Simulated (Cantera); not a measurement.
A Cantera script and what it prints.

```python
import numpy as np
import cantera as ct

gas_names = """
    CL CL2 N N2 Si SiCL SiCL2 SiCL3 SiCL4 SiN Si2 Si2N Si3
""".split()
cond_names = """
    Si(cr) Si(L) Si3N4(a)
""".split()


def load(file, names, dense=False):
    # The tables refer to 1 bar. Condensed volumes are neglected.
    table = {s.name: s for s in ct.Species.list_from_file(file)}
    out = []
    for n in names:
        d = dict(table[n].input_data)
        d["thermo"] = dict(d["thermo"], **{"reference-pressure": 1e5})
        if dense:
            d["equation-of-state"] = {"model": "constant-volume", "density": "1e6 g/cm^3"}
        out.append(ct.Species.from_dict(d))
    return out


gas = ct.Solution(thermo="ideal-gas", species=load("nasa_gas.yaml", gas_names))
cond = {s.name: ct.Solution(thermo="fixed-stoichiometry", species=[s], name=s.name)
        for s in load("nasa_condensed.yaml", cond_names, dense=True)}
atoms = {
    'Si2Cl6': {'Si': 2, 'CL': 6},
    'Cl2': {'CL': 2},
    'N2': {'N': 2},
}
top_T = {'Si3N4(a)': 2400}  # K; cautious upper limits of use, not melting points


def equilibrate(T, P, feed):
    n = {}
    for name, mol in feed.items():
        for a, k in atoms[name].items():
            n[a] = n.get(a, 0.0) + k * mol
    gas.TPX = T, P, n
    mass = sum(n.values()) * gas.mean_molecular_weight
    gas.equilibrate("TP")
    valid = [c for c in cond.values() if c.min_temp <= T <= top_T.get(c.name, c.max_temp)]
    mix = ct.Mixture([(gas, mass / gas.mean_molecular_weight)] + [(c, 0.0) for c in valid])
    mix.T, mix.P = T, P
    mix.equilibrate("TP", solver="vcs", rtol=1e-11, max_steps=5000)
    return mix


results = []
P = 160  # Pa
for T in [948, 998, 1048, 1098, 1148, 1198, 1248, 1298, 1348, 1398, 1448, 1498, 1548, 1598]:
    for m in [4.1, 7.3, 13, 23, 40, 71, 130, 220]:
        feed = {'Si2Cl6': 1, 'Cl2': 0.96, 'N2': m}  # mol
        mix = equilibrate(T, P, feed)
        results.append((T, P, feed, dict(zip(mix.species_names, mix.species_moles))))

for T, P, feed, n in results:
    print(f"{T:7g} {feed['N2']:10.4g}  " + (" + ".join(c for c in cond_names if n.get(c, 0) > 1e-12) or "gas only"))
```

Output:

```
    948        4.1  Si3N4(a)
    948        7.3  Si3N4(a)
    948         13  Si3N4(a)
    948         23  Si3N4(a)
    948         40  Si3N4(a)
    948         71  Si3N4(a)
    948        130  Si3N4(a)
    948        220  Si3N4(a)
    998        4.1  Si3N4(a)
    998        7.3  Si3N4(a)
    998         13  Si3N4(a)
    998         23  Si3N4(a)
    998         40  Si3N4(a)
    998         71  Si3N4(a)
    998        130  Si3N4(a)
    998        220  Si3N4(a)
   1048        4.1  Si3N4(a)
   1048        7.3  Si3N4(a)
   1048         13  Si3N4(a)
   1048         23  Si3N4(a)
   1048         40  Si3N4(a)
   1048         71  Si3N4(a)
   1048        130  Si3N4(a)
   1048        220  Si3N4(a)
   1098        4.1  Si3N4(a)
   1098        7.3  Si3N4(a)
   1098         13  Si3N4(a)
   1098         23  Si3N4(a)
   1098         40  Si3N4(a)
   1098         71  Si3N4(a)
   1098        130  Si3N4(a)
   1098        220  gas only
   1148        4.1  Si3N4(a)
   1148        7.3  gas only
   1148         13  gas only
   1148         23  gas only
   1148         40  gas only
   1148         71  gas only
   1148        130  gas only
   1148        220  gas only
   1198        4.1  gas only
   1198        7.3  gas only
   1198         13  gas only
   1198         23  gas only
   1198         40  gas only
   1198         71  gas only
   1198        130  gas only
   1198        220  gas only
   1248        4.1  gas only
   1248        7.3  gas only
   1248         13  gas only
   1248         23  gas only
   1248         40  gas only
   1248         71  gas only
   1248        130  gas only
   1248        220  gas only
   1298        4.1  gas only
   1298        7.3  gas only
   1298         13  gas only
   1298         23  gas only
   1298         40  gas only
   1298         71  gas only
   1298        130  gas only
   1298        220  gas only
   1348        4.1  gas only
   1348        7.3  gas only
   1348         13  gas only
   1348         23  gas only
   1348         40  gas only
   1348         71  gas only
   1348        130  gas only
   1348        220  gas only
   1398        4.1  gas only
   1398        7.3  gas only
   1398         13  gas only
   1398         23  gas only
   1398         40  gas only
   1398         71  gas only
   1398        130  gas only
   1398        220  gas only
   1448        4.1  gas only
   1448        7.3  gas only
   1448         13  gas only
   1448         23  gas only
   1448         40  gas only
   1448         71  gas only
   1448        130  gas only
   1448        220  gas only
   1498        4.1  gas only
   1498        7.3  gas only
   1498         13  gas only
   1498         23  gas only
   1498         40  gas only
   1498         71  gas only
   1498        130  gas only
   1498        220  gas only
   1548        4.1  gas only
   1548        7.3  gas only
   1548         13  gas only
   1548         23  gas only
   1548         40  gas only
   1548         71  gas only
   1548        130  gas only
   1548        220  gas only
   1598        4.1  gas only
   1598        7.3  gas only
   1598         13  gas only
   1598         23  gas only
   1598         40  gas only
   1598         71  gas only
   1598        130  gas only
   1598        220  gas only
```

Method: chemical equilibrium by Gibbs-energy minimisation in Cantera with the NASA 1993 tables (ideal gas, pure condensed phases). The feed counts by its element totals alone. N2 is the only nitrogen source here; it is nearly inert below about 1500 K, so the nitride shown seldom forms there in practice. The tables' values for SiCl3 are old estimates.
